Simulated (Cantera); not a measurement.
A perfectly stirred reactor is fed with H2 : O2 : N2 = 1 : 0.5 : 1.88 (molar parts), at 1.00 bar; it is adiabatic with a 423 K inlet, and is followed from long to short residence time, starting on the burning branch (τ in s: 0.031, 0.017, 0.0093, 0.0051, 0.0028, 0.0015, 0.00084, 0.00046, 0.00025, 0.00014, 7.6e-05, 4.2e-05, 2.3e-05).

Model: the H2/O2 subset of GRI-Mech 3.0, which has no nitrogen chemistry, integrated in Cantera.

One state of this run: T (K) = 1996; x H2 = 0.0442; x O2 = 0.0210; x H2O2 = 5.50e-7; x H = 0.0268; x OH = 0.0162; x HO2 = 1.02e-5. x: mole fraction; the columns are a selection and need not sum to one.

Which value of τ (s) does it belong to?
A. 0.00025
B. 4.2e-5
C. 0.017
D. 0.00046

A, 0.00025
